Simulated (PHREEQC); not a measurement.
PHREEQC input (ion-association model, wateq4f.dat):

```
SOLUTION_SPECIES
  PO4-3 + 3H+ = H3PO4  # constants of phreeqc.dat
    -log_k 21.721
    -delta_h -10.1 kJ
SOLUTION 1
  temp 25
  units mmol/kgw
  pH 7 charge
  F 10.5
  K 1.9
  Si 0.00021
  P 0.26
SOLUTION 2
  temp 25
  units mmol/kgw
  pH 7 charge
  B 5.641
  F 22.4
  Cu(2) 2.8
  S(6) 7.8
END
SELECTED_OUTPUT 1
  -reset false
  -pH true
  -pe true
  -ionic_strength true
  -water true
  -totals B Cu F K P S Si Cu(1) Cu(2) S(-2)
    S(6)
  -molalities H+ H3BO3 Cu+2 F- K+ PO4-3 SO4-2 H4SiO4 H3SiO4- H2SiO4-2
    HPO4-2 H2PO4- H2BO3- KHPO4- KSO4- HSO4- H2S HS- S-2 O2
    OH- BF(OH)3- BF2(OH)2- BF3OH- BF4- SiF6-2 HF HF2- Cu+ CuF+
    CuOH+ Cu(OH)2 Cu(OH)3- Cu(OH)4-2 Cu2(OH)2+2 CuSO4 Cu(HS)3- H2F2 H3PO4
  -equilibrium_phases Cu(OH)2 Brochantite Antlerite Cu3(PO4)2:3H2O SiO2(a) Chalcanthite CuF2:2H2O
PRINT
  -reset false
MIX 1
  1 1
  2 0
EQUILIBRIUM_PHASES 1
  Cu(OH)2 0 0
  Brochantite 0 0
  Antlerite 0 0
  Cu3(PO4)2:3H2O 0 0
  SiO2(a) 0 0
  Chalcanthite 0 0
  CuF2:2H2O 0 0
  O2(g) -0.68 10
END
# ... the last block is repeated for the other 20 points of share of solution B
```

Selected output (columns that matter, 13 of 21 rows; share of solution B added in front):

```
share of solution B	pH	mu	B	Cu	F	K	P	S	Si	m_H+	m_H3BO3	m_Cu+2	m_F-	m_K+
0	2.8176	0.0035149	0	0	0.0105	0.0019	0.00026	0	2.1e-07	0.0016147	0	0	0.0032147	0.0019
0.1	2.6699	0.005419	0.0005641	0.00028	0.01169	0.00171	0.000234	0.00077999	1.89e-07	0.002296	1.2332e-05	0.00025387	0.0023112	0.0017043
0.15	2.6002	0.0063907	0.00084614	0.00042	0.012285	0.001615	0.000221	0.00117	1.785e-07	0.0027091	2.2602e-05	0.00037314	0.0019549	0.0016074
0.25	2.4738	0.0083737	0.0014102	0.00069999	0.013475	0.001425	0.000195	0.00195	1.575e-07	0.0036557	5.8183e-05	0.00060213	0.0014148	0.0014149
0.35	2.3669	0.01038	0.0019743	0.00097998	0.014665	0.001235	0.000169	0.0027299	1.365e-07	0.0047101	0.00012504	0.00082265	0.0010571	0.0012238
0.4	2.3205	0.01138	0.0022564	0.00112	0.01526	0.00114	0.000156	0.0031199	1.26e-07	0.0052586	0.00017367	0.00093069	0.00092832	0.0011287
0.5	2.2397	0.013357	0.0028204	0.0014	0.01645	0.00094998	0.00013	0.0038999	1.05e-07	0.0063713	0.00030291	0.0011434	0.00074028	0.00093917
0.6	2.172	0.015293	0.0033845	0.00168	0.01764	0.00075999	0.000104	0.0046799	8.3998e-08	0.0074849	0.00046963	0.0013527	0.00061493	0.00075035
0.65	2.142	0.016245	0.0036666	0.00182	0.018235	0.00066499	9.0999e-05	0.0050699	7.3499e-08	0.0080384	0.00056409	0.0014563	0.00056772	0.00065616
0.75	2.0883	0.018118	0.0042307	0.0021	0.019425	0.00047499	6.4999e-05	0.0058499	5.2499e-08	0.0091362	0.00076949	0.0016618	0.00049403	0.00046817
0.85	2.0413	0.019955	0.0047948	0.00238	0.020615	0.000285	3.9e-05	0.0066299	3.15e-08	0.010221	0.00099099	0.0018655	0.00043943	0.00028062
0.9	2.0198	0.02086	0.0050769	0.00252	0.02121	0.00019	2.6e-05	0.00702	2.1e-08	0.010759	0.0011061	0.0019668	0.00041716	0.00018699
1	1.9803	0.022649	0.005641	0.0028	0.0224	0	0	0.0078	0	0.011826	0.0013429	0.0021685	0.00037991	0
```

H3PO4, which wateq4f.dat lacks, is added to it with the constant of phreeqc.dat. SiF6-2 is the database's only silicon fluoride. Real BF4- forms and hydrolyses slowly; the run takes it at equilibrium. The database has no phosphate complexes of Cu.
